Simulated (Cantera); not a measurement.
A closed system holds: 1 mol Si, 2.1 mol HF, a varied amount of N₂, at 950 K and 1.00 bar.

Method: chemical equilibrium by Gibbs-energy minimisation in Cantera with the NASA 1993 tables (ideal gas, pure condensed phases). Candidate condensed phases: Si, Si₃N₄; 37 gas species. N₂ is the only nitrogen source here; it is nearly inert below about 1500 K, so the nitride shown seldom forms there in practice. The numbers say what is thermodynamically allowed, not how fast it happens.

Question: Which condensed phases are stable at each of these points (n(N₂) (mol)): 0.13, 0.28, 0.58, 1.2, 2.5, 5.2, 11, 22?

Answer: 
```
n(N₂) (mol)  condensed phases  Si condensed (%)
-----------  ----------------  ----------------
0.13         Si(s) + Si₃N₄(s)              46.1
0.28         Si(s) + Si₃N₄(s)              46.1
0.58                 Si₃N₄(s)              47.5
1.2                  Si₃N₄(s)              47.5
2.5                  Si₃N₄(s)              47.5
5.2                  Si₃N₄(s)              47.5
11                   Si₃N₄(s)              47.5
22                   Si₃N₄(s)              47.5
```

From 0.13 mol N₂ to 0.28 mol N₂ the condensed part is Si(s) + Si₃N₄(s). From 0.58 mol N₂ to 22 mol N₂ the condensed part is Si₃N₄(s).
